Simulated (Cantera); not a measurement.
Charge: 1 mol BCl3, 40 mol N2, 25 mol NH3, at 1123.15 K and 37.0 mbar.

Equilibrium computed with Cantera from the NASA thermochemical tables; the gas is ideal and each condensed phase is pure. Candidate condensed phases: B, BN, NH4Cl; 21 gas species. Kinetics and transport are ignored.

What is the equilibrium state?


| Quantity | Value |
|---|---|
| x(N2) | 0.571 |
| x(H2) | 0.396 |
| x(HCl) | 0.0330 |
| x(NH3) | 1.95e-6 |
| n(BN(s)) | 1.00 mol |
| gas amount | 91.00 mol |
| log10 activity of B(s) (absent) | -6.22 |
